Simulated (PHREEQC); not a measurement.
0.15 g of hydrous ferric oxide (600 m²/g; 0.2 weak and 0.005 strong sites per Fe, Dzombak-Morel constants, diffuse double layer) in 1 kg of water with 0.1 mol/kgw of an inert sodium salt, at 25 °C; the pH is set by adding NaOH or the inert anion's acid. Oxygen is held at 0.21 atm. CO2 from the air is kept out. Nothing may precipitate in this run.

Computed with PHREEQC (ion-association model, wateq4f.dat).

Predict surface charge σ (C/m²), surface potential ψ (mV) at pH = 3, 7.


```csv
pH,surface charge σ (C/m²),surface potential ψ (mV)
3,0.363,153
7,0.045,52
```

The oxide is taken as insoluble; below pH 4 it would dissolve.
